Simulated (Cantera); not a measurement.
Charge: 1 mol n-butane, 0.5 mol O₂, equilibrated at 340000 Pa.

These are equilibrium values from Cantera (NASA tables, ideal gas, pure condensed phases), not measurements of a reactor. Candidate condensed phases: C, C₆H₆, C₇H₈, C₈H₁₈, H₂O; 110 gas species. Rates play no part. All values below are at 998 K.

Base state: H₂ 0.663, CH₄ 0.146, CO 0.0909, H₂O 0.0836, CO₂ 0.0166 (mole fractions); condensed: C(graphite).

Problem. What changes in the equilibrium state with this change: pressure from 340000 Pa to 2500000 Pa?

Solution. 
```tsv
species	before	after
H₂	0.663	0.391
CH₄	0.146	0.373
H₂O	0.0836	0.167
CO	0.0909	0.0419
CO₂	0.0166	0.0259
C₂H₆	5.56e-6	6.18e-5
C(graphite), mol	2.78	2.31
```
